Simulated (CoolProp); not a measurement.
cis-2-butene at 298.15 K and 0.0153 MPa is compressed adiabatically to 0.0377 MPa with isentropic efficiency 0.85. Each further row changes one setting.

Computed with CoolProp (reference Helmholtz-energy equation of state, Lemmon 2005). It is a short technical equation, of lower accuracy than the large ones.

```
case             work (kJ/kg)  final temperature (K)  final density (kg/m³)
---------------  ------------  ---------------------  ---------------------
as stated                48.8                  331.0                  0.775
efficiency 1             41.5                  326.4                  0.786
efficiency 0.65          63.8                  340.5                  0.753
```
